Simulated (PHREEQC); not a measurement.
## Buffer: an equilibrium model

Consider water at 70 °C with 3 mmol/kgw NH4Cl, 8.8 mmol/kgw KOH and 13 mmol/kgw NaCl. Closed to the air; pH follows from the charge balance.

Model: ion-association model, phreeqc.dat, run in PHREEQC.

```yaml
pH: 10.49
ionic_strength: 0.0218 mol/kgw
specific_conductance: 7260 µS/cm
total_alkalinity: 8.80 meq/kg
```

```json
[
 {"species": "Cl-", "molality": "0.0160", "activity": "0.0136", "log γ": "-0.069"},
 {"species": "Na+", "molality": "0.0130", "activity": "0.0112", "log γ": "-0.067"},
 {"species": "K+", "molality": "0.00880", "activity": "0.00749", "log γ": "-0.070"},
 {"species": "OH-", "molality": "0.00581", "activity": "0.00494", "log γ": "-0.070"},
 {"species": "NH3", "molality": "0.00299", "activity": "0.00300", "log γ": "0.002"},
 {"species": "NH4+", "molality": "1.31e-5", "activity": "1.10e-5", "log γ": "-0.073"}
]
```

Precipitation was switched off in this run. Away from 25 °C the constants follow the database's enthalpies or fits; those with neither stay at their 25 °C values.
